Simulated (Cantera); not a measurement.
A closed system holds: 1 mol B, 0.23 mol H₂O, 0.9 mol N₂, at 1123 K and 1.30 mbar.

Cantera equilibrium calculation (NASA polynomials, part measured and part estimated; ideal gas, pure solids and liquids). Candidate condensed phases: B, BN, B₂O₃, B₃O₃H₃, H₂O; 39 gas species. N₂ is the only nitrogen source here; it is nearly inert below about 1500 K, so the nitride shown seldom forms there in practice. Mutual solubility and eutectic melting of coexisting phases are not modelled. The numbers say what is thermodynamically allowed, not how fast it happens.

Base state: N₂ 0.674, H₂ 0.325, H₂O 0.000287, HBO₂ 0.000120 (mole fractions); condensed: BN(s) + B₂O₃(l).

### Question
What changes in the equilibrium state with this change: temperature from 1123 K to 1450 K?

### Answer
```csv
species,before,after
N₂,0.674,0.667
H₂,0.325,0.317
HBO₂,0.000120,0.00659
B₂O₂,<1e-9,0.000320
BO,<1e-9,4.50e-5
B₂O₃,4.76e-7,0.00578
HBO,3.23e-6,0.00344
H,6.74e-7,0.000148
"BN(s), mol",0.847,0.847
"B₂O₃(l), mol",0.0765,0.0684
```

### Question
What changes in the equilibrium state with this change: temperature from 1123 K to 1850 K?

### Answer
```tsv
species	before	after
N₂	0.674	0.588
H₂	0.325	0.229
HBO	3.23e-6	0.0647
B₂O₂	<1e-9	0.0635
BO	<1e-9	0.0341
B₂O₃	4.76e-7	0.0121
B₂O	<1e-9	3.87e-5
H	6.74e-7	0.00715
BN(s), mol	0.847	0.782
B₂O₃(l), mol	0.0765	0
```

### Question
What changes in the equilibrium state with this change: temperature from 1123 K to 1925 K?

### Answer
| species | before | after |
|---|---|---|
| N₂ | 0.674 | 0.578 |
| H₂ | 0.325 | 0.220 |
| HBO | 3.23e-6 | 0.0660 |
| B₂O₂ | <1e-9 | 0.0606 |
| BO | <1e-9 | 0.0583 |
| H | 6.74e-7 | 0.0124 |
| B₂O | <1e-9 | 0.000155 |
| BH₂ | <1e-9 | 1.45e-5 |
| B₂O₃ | 4.76e-7 | 0.00413 |
| BN(s), mol | 0.847 | 0.774 |
| B₂O₃(l), mol | 0.0765 | 0 |
The tables' values for BH₂ are old estimates; treat these amounts as uncertain.
